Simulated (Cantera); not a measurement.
An adiabatic, constant-pressure homogeneous reactor starts with CH4 : O2 : N2 = 1 : 1.67 : 7.33 (molar parts), equivalence ratio 1.2, at 1348 K and 1000000 Pa.

Model: GRI-Mech 3.0 (53 species, 325 reactions), integrated in Cantera.

Problem. Predict: time of steepest temperature rise; temperature at 0.800 s; equilibrium temperature; x(O2) at 0.800 s; x(NO) at 0.800 s; x(O) at 0.800 s; x(HO2) at 0.800 s; x(H2) at 0.800 s.

Solution. 
| Property | Result |
|---|---|
| time of steepest temperature rise | 1.10 ms |
| temperature at 0.800 s | 2747 K |
| equilibrium temperature | 2747 K |
| x(O2) at 0.800 s | 0.00153 (gas-phase equilibrium 0.00153) |
| x(NO) at 0.800 s | 0.00276 (gas-phase equilibrium 0.00276) |
| x(O) at 0.800 s | 0.000548 (gas-phase equilibrium 0.000548) |
| x(HO2) at 0.800 s | 1.46e-6 (gas-phase equilibrium 1.46e-6) |
| x(H2) at 0.800 s | 0.0236 (gas-phase equilibrium 0.0236) |
